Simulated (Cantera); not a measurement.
**Thermodynamics of chlorosilane synthesis and conversion, feed SiCl4 + HCl + H2**

Feed: 1 mol SiCl4, 4.2 mol HCl, 4.6 mol H2, at 952 °C and 0.133 bar.

Method: chemical equilibrium by Gibbs-energy minimisation in Cantera with the NASA 1993 tables (ideal gas, pure condensed phases). Candidate condensed phases: Si; 19 gas species. The tables' values for SiCl3 are old estimates; treat these amounts as uncertain. Equilibrium is a limit: real reactors are often held back by kinetics, nucleation or transport.

* **x(H2)**: 0.464
* **x(HCl)**: 0.434
* **x(SiCl4)**: 0.0959
* **x(SiHCl3)**: 0.00319
* **x(SiCl3)**: 0.00235
* **x(SiCl2)**: 0.000456
* **x(SiH2Cl2)**: 1.42e-5
* **gas amount**: 9.816 mol
* **log10 activity of Si(s) (absent)**: -3.34
